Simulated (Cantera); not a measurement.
**Equilibrium for roasting and sulfation: FeS + SO₂ + H₂O**

Feed: 1 mol FeS, 2.5 mol SO₂, 0.53 mol H₂O, at 1.00 bar.

These are equilibrium values from Cantera (NASA tables, ideal gas, pure condensed phases), not measurements of a reactor. Candidate condensed phases: Fe, FeO, Fe(OH)₂, Fe(OH)₃, FeS, FeSO₄, FeS₂, Fe₂O₃, Fe₂(SO₄)₃, Fe₃O₄, H₂O, H₂SO₄, S; 22 gas species. Metal and sulfide melt together well below either melting point, which pure phases cannot show. Mutual solubility and eutectic melting of coexisting phases are not modelled. The tables' stoichiometric FeO is somewhat more stable than real wüstite, so its field is too wide. FeO, FeS: taken at fixed stoichiometry. Gases not in the tables: S₃ to S₇. Rates play no part.

```json
[
 {"T (K)": "1148", "x SO₂": "0.785", "x H₂O": "0.168", "x S₂": "0.0374", "x S₂O": "0.00413", "x SO": "0.000169", "x H₂": "0.000714", "x H₂S": "0.00464", "n FeS(s)": "0.838", "n Fe₃O₄(s)": "0.0539", "n FeO(s)": "0", "n FeS(l)": "0"},
 {"T (K)": "1198", "x SO₂": "0.777", "x H₂O": "0.168", "x S₂": "0.0441", "x S₂O": "0.00459", "x SO": "0.000299", "x H₂": "0.00100", "x H₂S": "0.00477", "n FeS(s)": "0.811", "n Fe₃O₄(s)": "0.0629", "n FeO(s)": "0", "n FeS(l)": "0"},
 {"T (K)": "1248", "x SO₂": "0.770", "x H₂O": "0.167", "x S₂": "0.0514", "x S₂O": "0.00503", "x SO": "0.000503", "x H₂": "0.00137", "x H₂S": "0.00489", "n FeS(s)": "0.782", "n Fe₃O₄(s)": "0.0726", "n FeO(s)": "0", "n FeS(l)": "0"},
 {"T (K)": "1298", "x SO₂": "0.762", "x H₂O": "0.166", "x S₂": "0.0590", "x S₂O": "0.00548", "x SO": "0.000813", "x H₂": "0.00183", "x H₂S": "0.00500", "n FeS(s)": "0.752", "n Fe₃O₄(s)": "0.0828", "n FeO(s)": "0", "n FeS(l)": "0"},
 {"T (K)": "1348", "x SO₂": "0.753", "x H₂O": "0.165", "x S₂": "0.0669", "x S₂O": "0.00591", "x SO": "0.00127", "x H₂": "0.00239", "x H₂S": "0.00510", "n FeS(s)": "0.720", "n Fe₃O₄(s)": "0.0935", "n FeO(s)": "0", "n FeS(l)": "0"},
 {"T (K)": "1398", "x SO₂": "0.745", "x H₂O": "0.164", "x S₂": "0.0749", "x S₂O": "0.00632", "x SO": "0.00191", "x H₂": "0.00307", "x H₂S": "0.00518", "n FeS(s)": "0.686", "n Fe₃O₄(s)": "0.105", "n FeO(s)": "0", "n FeS(l)": "0"},
 {"T (K)": "1448", "x SO₂": "0.734", "x H₂O": "0.160", "x S₂": "0.0865", "x S₂O": "0.00691", "x SO": "0.00282", "x H₂": "0.00384", "x H₂S": "0.00533", "n FeS(s)": "0.593", "n Fe₃O₄(s)": "0", "n FeO(s)": "0.407", "n FeS(l)": "0"},
 {"T (K)": "1498", "x SO₂": "0.719", "x H₂O": "0.158", "x S₂": "0.101", "x S₂O": "0.00757", "x SO": "0.00405", "x H₂": "0.00482", "x H₂S": "0.00560", "n FeS(s)": "0", "n Fe₃O₄(s)": "0", "n FeO(s)": "0.473", "n FeS(l)": "0.527"},
 {"T (K)": "1548", "x SO₂": "0.706", "x H₂O": "0.156", "x S₂": "0.112", "x S₂O": "0.00805", "x SO": "0.00565", "x H₂": "0.00590", "x H₂S": "0.00573", "n FeS(s)": "0", "n Fe₃O₄(s)": "0", "n FeO(s)": "0.529", "n FeS(l)": "0.471"},
 {"T (K)": "1598", "x SO₂": "0.693", "x H₂O": "0.153", "x S₂": "0.124", "x S₂O": "0.00851", "x SO": "0.00770", "x H₂": "0.00713", "x H₂S": "0.00584", "n FeS(s)": "0", "n Fe₃O₄(s)": "0", "n FeO(s)": "0.588", "n FeS(l)": "0.412"}
]
```
x: gas mole fraction; n: condensed amount in mol.

From 1148 K to 1398 K the condensed part is FeS(s) + Fe₃O₄(s). At 1448 K the condensed part is FeO(s) + FeS(s). From 1498 K to 1598 K the condensed part is FeO(s) + FeS(l). The main Fe-bearing gas is Fe(OH)₂ throughout.
